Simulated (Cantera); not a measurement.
## Thermodynamics of silicon nitride deposition, feed Si2Cl6 + NH3 + N2

A closed system holds: 1 mol Si2Cl6, 5.8 mol NH3, 25 mol N2, held at 0.450 bar.

These are equilibrium values from Cantera (NASA tables, ideal gas, pure condensed phases), not measurements of a reactor. Candidate condensed phases: NH4Cl, Si, Si3N4; 28 gas species. The feed counts by its element totals alone. The tables' values for SiCl3 are old estimates; treat these amounts as uncertain. Rates play no part.

From 675 °C to 1275 °C the condensed part is Si3N4(s). The main Si-bearing gas is SiCl4 at 675 °C and SiCl2 at 1275 °C.

| T (°C) | x N2 | x H2 | x HCl | x SiCl4 | x SiCl2 | n Si3N4(s) |
|---|---|---|---|---|---|---|
| 675 | 0.699 | 0.159 | 0.137 | 0.00504 | 4.82e-9 | 0.602 |
| 725 | 0.698 | 0.158 | 0.139 | 0.00443 | 2.72e-8 | 0.610 |
| 775 | 0.698 | 0.157 | 0.141 | 0.00393 | 1.30e-7 | 0.616 |
| 825 | 0.697 | 0.156 | 0.143 | 0.00350 | 5.32e-7 | 0.621 |
| 875 | 0.697 | 0.156 | 0.144 | 0.00315 | 1.92e-6 | 0.625 |
| 925 | 0.697 | 0.155 | 0.145 | 0.00284 | 6.21e-6 | 0.629 |
| 975 | 0.697 | 0.154 | 0.146 | 0.00257 | 1.82e-5 | 0.631 |
| 1025 | 0.697 | 0.154 | 0.147 | 0.00234 | 4.88e-5 | 0.633 |
| 1075 | 0.696 | 0.154 | 0.147 | 0.00213 | 0.000121 | 0.634 |
| 1125 | 0.696 | 0.154 | 0.147 | 0.00192 | 0.000279 | 0.632 |
| 1175 | 0.696 | 0.154 | 0.147 | 0.00173 | 0.000602 | 0.628 |
| 1225 | 0.696 | 0.154 | 0.145 | 0.00152 | 0.00121 | 0.620 |
| 1275 | 0.697 | 0.155 | 0.143 | 0.00130 | 0.00229 | 0.605 |
x: gas mole fraction; n: condensed amount in mol.
